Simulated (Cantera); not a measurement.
A perfectly stirred reactor is fed with H2 : O2 : N2 = 1.1 : 1 : 1.4 (molar parts), equivalence ratio 0.55, at 0.930 bar; it is held at 1073 K, and followed from long to short residence time.

Cantera simulation using the H2/O2 subset of GRI-Mech 3.0, which has no nitrogen chemistry; the numbers are that mechanism's predictions, not measurements. The temperature is held fixed by assumption; the heat of reaction is taken as removed at once.

Problem. What does this change do: O2 1 to 0.28 parts?

Solution. 
```tsv
quantity	before	after
x(H2) at τ = 3.30 s	0.00276	0.216
x(O2) at τ = 3.30 s	0.154	0.000126
x(O) at τ = 3.30 s	6.90e-7	2.07e-8
x(H2O) at τ = 3.30 s	0.370	0.224
x(H2O2) at τ = 3.30 s	1.98e-5	1.71e-8
x(H2) at τ = 27.0 ms	0.0620	0.218
x(O2) at τ = 27.0 ms	0.178	0.00142
x(O) at τ = 27.0 ms	9.14e-6	2.50e-6
x(H2O) at τ = 27.0 ms	0.299	0.221
x(H2O2) at τ = 27.0 ms	0.000472	2.60e-8
```

Problem. What does this change do: temperature 1073 to 1150 K?

Solution. 
```
quantity                  before     after
----------------------  --------  --------
x(H2) at τ = 3.30 s      0.00276  0.000707
x(O2) at τ = 3.30 s        0.154     0.153
x(O) at τ = 3.30 s       6.90e-7   9.19e-7
x(H2O) at τ = 3.30 s       0.370     0.372
x(H2O2) at τ = 3.30 s    1.98e-5   2.23e-6
x(H2) at τ = 27.0 ms      0.0620    0.0110
x(O2) at τ = 27.0 ms       0.178     0.157
x(O) at τ = 27.0 ms      9.14e-6   3.65e-5
x(H2O) at τ = 27.0 ms      0.299     0.360
x(H2O2) at τ = 27.0 ms  0.000472   5.90e-5
```
